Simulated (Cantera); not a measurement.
Charge: 1 mol Fe3O4, 3.4 mol H2, 12 mol N2, held at 1900 K and 0.000190 bar.

Equilibrium computed with Cantera from the NASA thermochemical tables; the gas is ideal and each condensed phase is pure. Candidate condensed phases: Fe, FeO, Fe(OH)2, Fe(OH)3, Fe2O3, Fe3O4, H2O; 27 gas species. The tables' stoichiometric FeO is somewhat more stable than real wüstite, so its field is too wide. FeO: taken at fixed stoichiometry. Rates play no part.

Base state: N2 0.698, H2O 0.143, Fe 0.0901, H2 0.0474, H 0.0125, FeO 0.00420, OH 0.00310, O2 0.000808 (mole fractions); condensed: FeO(l).

Question: What changes in the equilibrium state with this change: H2 from 3.4 to 250 mol?

Answer: 
```
species        before    after
-----------  --------  -------
H2             0.0474    0.876
H              0.0125   0.0539
N2              0.698   0.0441
H2O             0.143   0.0146
Fe             0.0901   0.0110
O2           0.000808  2.48e-8
Fe(OH)2       3.50e-5  2.43e-9
FeO(l), mol      1.38        0
```

Question: What changes in the equilibrium state with this change: temperature from 1900 K to 1698 K?

Answer: 
```
species        before     after
-----------  --------  --------
N2              0.698     0.760
H2             0.0474     0.128
H2O             0.143    0.0856
Fe             0.0901    0.0224
H              0.0125   0.00375
O2           0.000808   9.15e-7
O            0.000615   3.04e-6
NO           0.000335   5.90e-6
FeO           0.00420  0.000127
FeO(l), mol      1.38      2.64
```
